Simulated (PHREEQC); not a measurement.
Synthetic water in mg/kgw, 25 °C, pH 7.51, pe 0.5:

| constituent | mg/kgw |
|---|---|
| Na | 10.2 |
| K | 0.385 |
| Ca | 14.5 |
| Mg | 10.2 |
| Cl | 9.43 |
| S(6) as SO4 | 9.61 |
| Alkalinity as HCO3 | 94.7 |
| Fe(2) | 0.487 |
| Mn(2) | 1.57 |

Valence states are taken as typed.

Equilibrium calculation in PHREEQC: ion-association model, phreeqc.dat.

```csv
quantity,before,after
HCO3- (mol/kgw),0.00152,0.00149
Mg+2 (mol/kgw),0.000408,0.000406
Ca+2 (mol/kgw),0.000352,0.000350
CO2 (mol/kgw),9.97e-5,3.09e-5
SO4-2 (mol/kgw),9.06e-5,9.06e-5
Mn+2 (mol/kgw),2.27e-5,1.85e-5
SI of Siderite (FeCO3),-0.00,+0.45
SI of Rhodochrosite (MnCO3),+0.73,+1.13
```

Name the change that produced these shifts.
(A) pH from 7.51 to 8.01 at the same alkalinity
(B) all concentrations times 3 at the same typed pH
(C) Alkalinity from 94.7 to 189 mg/kgw
(D) temperature from 25 to 75 °C at the same typed pH

A, pH from 7.51 to 8.01 at the same alkalinity

This is a speciation only: nothing precipitates in the calculation. Some of these states are supersaturated (in Rhodochrosite, Siderite, for instance).
